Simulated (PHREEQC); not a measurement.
# Polishing slurry liquid

Dissolve 0.037 mol/kgw H2SO4, 0.00075 mol/kgw KNO3 and 0.00048 mol/kgw H3BO3 at 20 °C. Closed to the air; pH follows from the charge balance.

Computed with PHREEQC (ion-association model, wateq4f.dat).

Each row changes one thing in this solution. This is a speciation only: nothing precipitates in the calculation.

```csv
case,pH,ionic strength (mol/kgw),HSO4- (mol/kgw),SO4-2 (mol/kgw),K+ (mol/kgw),KSO4- (mol/kgw)
as made,1.38,0.0627,0.0245,0.0125,0.000725,2.47e-5
KNO3 from 0.00075 to 0.0075 mol/kgw,1.38,0.0696,0.0242,0.0126,0.00726,0.000241
H2SO4 replaced by KHSO4 at the same molality,1.75,0.0768,0.0157,0.0195,0.0360,0.00180
KNO3 from 0.00075 to 0.000675 mol/kgw,1.38,0.0626,0.0245,0.0125,0.000653,2.22e-5
KNO3 from 0.00075 to 0.0015 mol/kgw,1.38,0.0635,0.0245,0.0125,0.00145,4.93e-5
H2SO4 from 0.037 to 0.0407 mol/kgw,1.34,0.0677,0.0275,0.0131,0.000725,2.54e-5
```
